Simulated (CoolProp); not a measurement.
R1224YDZ at 293.15 K and 2.61 MPa is throttled through a valve to 0.611 MPa with no heat exchange. Each further row changes one setting.

Values from CoolProp's reference Helmholtz-energy equation of state, Akasaka 2023.

```
case                       temperature change (K)
-------------------------  ----------------------
as stated                                    +0.6
outlet pressure 0.183 MPa                    +0.7
outlet pressure 0.794 MPa                    +0.5
```
